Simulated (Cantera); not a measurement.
**Low-pressure radical oxidation in H2/O2**

An isothermal, constant-pressure homogeneous reactor starts with 1.29 % H₂, 27.4 % O₂, 71.3 % N₂, at 1073 K and 0.00130 bar.

Detailed kinetics in Cantera: GRI-Mech 3.0 (53 species, 325 reactions). Radical loss at walls, strong at low pressure, is not modelled.

```csv
t (s),x H₂,x O₂,x H,x NO₂,x HO₂,x O
2.00e-6,0.0129,0.274,<1e-12,<1e-12,<1e-12,<1e-12
5.73e-6,0.0129,0.274,<1e-12,<1e-12,<1e-12,<1e-12
1.64e-5,0.0129,0.274,<1e-12,<1e-12,<1e-12,<1e-12
4.70e-5,0.0129,0.274,1.00e-12,<1e-12,1.01e-12,<1e-12
0.000135,0.0129,0.274,2.83e-12,<1e-12,2.89e-12,<1e-12
0.000385,0.0129,0.274,7.79e-12,<1e-12,8.28e-12,<1e-12
0.00110,0.0129,0.274,2.03e-11,<1e-12,2.37e-11,3.83e-12
0.00316,0.0129,0.274,4.94e-11,<1e-12,6.79e-11,2.63e-11
0.00906,0.0129,0.274,1.43e-10,<1e-12,1.95e-10,1.76e-10
0.0259,0.0129,0.274,1.13e-9,<1e-12,5.59e-10,2.09e-9
0.0743,0.0129,0.274,2.47e-7,<1e-12,2.14e-9,4.84e-7
0.213,0.00107,0.266,0.00335,<1e-12,1.38e-7,0.00622
0.610,0.000189,0.264,0.00243,<1e-12,1.15e-7,0.00811
1.75,0.000171,0.265,0.00207,<1e-12,1.13e-7,0.00726
5.00,0.000131,0.266,0.00134,<1e-12,1.06e-7,0.00538
```
x: mole fraction; the columns are a selection and need not sum to one.

Equilibrium at this temperature and pressure: H₂ 4.64e-10, O₂ 0.269, H 8.43e-12, NO₂ 9.80e-8, HO₂ 2.28e-10, O 1.80e-8 (gas phase only).
